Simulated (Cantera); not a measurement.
A closed system holds: 1 mol SiO2, 0.1 mol Al2O3, 2.4 mol H2, at 725 °C and 1 atm.

Cantera equilibrium calculation (NASA polynomials, part measured and part estimated; ideal gas, pure solids and liquids). Candidate condensed phases: Al, Al2O3, Al2SiO5, Al6Si2O13, H2O, Si, SiO2; 28 gas species. Condensed phases not in the tables: alloys, solid solutions and most ternary compounds. The numbers say what is thermodynamically allowed, not how fast it happens.

Base state: H2 1.00 (mole fractions); condensed: Al2SiO5(andalusite) + SiO2(β-quartz).

### Question
What changes in the equilibrium state with this change: temperature from 725 °C to 1425 °C?

### Answer
```tsv
species	before	after
H2	1.00	0.999
H2O	8.95e-9	0.000511
SiO	<1e-9	0.000511
H	2.14e-9	0.000144
Al2SiO5(andalusite), mol	0.100	0
SiO2(β-quartz), mol	0.900	0
Al6Si2O13(mullite), mol	0	0.0333
SiO2(condensed), mol	0	0.932
```
Mutual solubility and eutectic melting of coexisting phases are not modelled. The tables hold silica as quartz up to 1696 K and as liquid above; real silica turns to tridymite and cristobalite and melts near 1996 K.

### Question
What changes in the equilibrium state with this change: temperature from 725 °C to 1225 °C?

### Answer
```tsv
species	before	after
H2	1.00	1.000
H2O	8.95e-9	4.00e-5
SiO	<1e-9	3.99e-5
H	2.14e-9	1.71e-5
Al2SiO5(andalusite), mol	0.100	0
SiO2(β-quartz), mol	0.900	0.933
Al6Si2O13(mullite), mol	0	0.0333
```
Mutual solubility and eutectic melting of coexisting phases are not modelled. The tables hold silica as quartz up to 1696 K and as liquid above; real silica turns to tridymite and cristobalite and melts near 1996 K.
